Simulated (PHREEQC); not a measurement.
Consider water at 10 °C with 0.011 mol/kgw LiOH and 0.00022 mol/kgw Na2SiO3. Closed to the air; pH follows from the charge balance.

Computed with PHREEQC (ion-association model, phreeqc.dat).

Precipitation was switched off in this run.

**Question.** Order these Si species by the share of Si that they hold, largest first: H2SiO4-2, H3SiO4-, H4SiO4.

**Answer.** H3SiO4- (90 %), H2SiO4-2 (9.7 %), H4SiO4 (0.29 %)

The pH is 12.53 and the ionic strength 0.0115 mol/kgw. At this temperature some constants are extrapolated from 25 °C, and those without enthalpy data are left unchanged.
